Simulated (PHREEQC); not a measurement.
A solution holds 65 mmol/kgw KOH, 7.3 mmol/kgw NaAlO2 and 24 mmol/kgw (CH3)4NCl, at 25 °C. Closed to the air; pH follows from the charge balance.

Model: ion-association model, wateq4f.dat, run in PHREEQC.

Precipitation was switched off in this run.

### Question
What pH, ionic strength does the model give?

### Answer
pH 12.70; ionic strength 0.0963 mol/kgw.

(CH3)4N+ isn't in the database: it is added as a free cation with an ion size of 4 Å.
